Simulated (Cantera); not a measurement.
# Equilibrium for oxide etching and cleaning by halides: CuO + F₂

Charge: 1 mol CuO, 17 mol F₂, equilibrated at 22.0 Pa.

Method: chemical equilibrium by Gibbs-energy minimisation in Cantera with the NASA 1993 tables (ideal gas, pure condensed phases). Candidate condensed phases: Cu, CuF₂, CuO, Cu₂O; 13 gas species. Kinetics and transport are ignored.

From 327 °C to 627 °C the condensed part is CuF₂(s). From 727 °C to 1527 °C nothing is condensed.

| T (°C) | x F₂ | x F | x CuF₂ | x O₂ | x CuF | n CuF₂(s) |
|---|---|---|---|---|---|---|
| 327 | 0.961 | 0.00929 | 4.74e-11 | 0.0302 | <1e-12 | 1.00 |
| 427 | 0.880 | 0.0911 | 9.05e-8 | 0.0289 | <1e-12 | 1.000 |
| 527 | 0.557 | 0.419 | 2.45e-5 | 0.0240 | <1e-12 | 0.999 |
| 627 | 0.144 | 0.837 | 0.00182 | 0.0176 | <1e-12 | 0.948 |
| 727 | 0.0199 | 0.934 | 0.0304 | 0.0152 | 1.12e-9 | 0 |
| 827 | 0.00340 | 0.952 | 0.0300 | 0.0150 | 4.27e-8 | 0 |
| 927 | 0.000757 | 0.954 | 0.0299 | 0.0149 | 9.12e-7 | 0 |
| 1027 | 0.000211 | 0.955 | 0.0298 | 0.0149 | 1.22e-5 | 0 |
| 1127 | 7.02e-5 | 0.955 | 0.0297 | 0.0149 | 0.000113 | 0 |
| 1227 | 2.70e-5 | 0.955 | 0.0291 | 0.0149 | 0.000761 | 0 |
| 1327 | 1.17e-5 | 0.955 | 0.0260 | 0.0148 | 0.00370 | 0 |
| 1427 | 5.57e-6 | 0.956 | 0.0181 | 0.0146 | 0.0114 | 0 |
| 1527 | 2.88e-6 | 0.956 | 0.00865 | 0.0141 | 0.0206 | 0 |
x: gas mole fraction; n: condensed amount in mol.
